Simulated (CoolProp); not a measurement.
Vapour-liquid equilibrium of R152A (1) + isobutane (2) at 0.83 MPa; x and y are mole fractions of (1).

The numbers come from the multi-fluid Helmholtz-energy mixture model, Outcalt 1996 and Bücker 2006; pair parameters Bell 2016 in CoolProp.

```
x     bubble temperature (K)  y at the bubble point  dew temperature at overall composition x (K)  liquid density (mol/L)
----  ----------------------  ---------------------  --------------------------------------------  ----------------------
0.05                   325.8                  0.140                                         329.3                   8.914
0.2                    315.5                  0.398                                         323.5                   9.471
0.35                   310.3                  0.533                                         317.4                   9.986
0.5                    307.7                  0.620                                         311.5                   10.54
0.65                   306.5                  0.693                                         307.1                   11.18
0.8                    306.4                  0.778                                         306.5                   11.95
0.95                   308.2                  0.921                                         308.8                   12.85
```

y crosses x between x = 0.65 and 0.8: the model has an azeotrope there.

The pair parameters rest on a limited set of measurements; away from them the model extrapolates.
